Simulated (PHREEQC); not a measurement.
# Ultrapure water in contact with air or piping

Synthetic water in mg/L, 15 °C, pH 5.93, pe -1.6:

```csv
constituent,mg/L
Na,0.369
K,0.122
Ca,0.301
Mg,0.219
Cl,0.352
S(6) as SO4,0.489
Alkalinity as HCO3,1.99
Zn,0.0042
Sr,0.00842
```

Valence states are taken as typed.

Equilibrium calculation in PHREEQC: ion-association model, phreeqc.dat.

| Quantity | Result |
|---|---|
| ionic strength | 7.55e-5 mol/kgw |
| charge-balance error | -0.2 % |

```json
[
 {"species": "CO2", "molality": "0.000103", "activity": "0.000103", "log γ": "0.000"},
 {"species": "HCO3-", "molality": "3.38e-5", "activity": "3.34e-5", "log γ": "-0.004"},
 {"species": "Na+", "molality": "1.61e-5", "activity": "1.59e-5", "log γ": "-0.004"},
 {"species": "Cl-", "molality": "9.93e-6", "activity": "9.83e-6", "log γ": "-0.004"},
 {"species": "Mg+2", "molality": "9.00e-6", "activity": "8.65e-6", "log γ": "-0.017"},
 {"species": "Ca+2", "molality": "7.50e-6", "activity": "7.21e-6", "log γ": "-0.017"},
 {"species": "SO4-2", "molality": "5.08e-6", "activity": "4.88e-6", "log γ": "-0.017"},
 {"species": "K+", "molality": "3.12e-6", "activity": "3.09e-6", "log γ": "-0.004"},
 {"species": "H+", "molality": "1.19e-6", "activity": "1.17e-6", "log γ": "-0.004"}
]
```

No solid was allowed to form. Species that the database lacks are ignored.
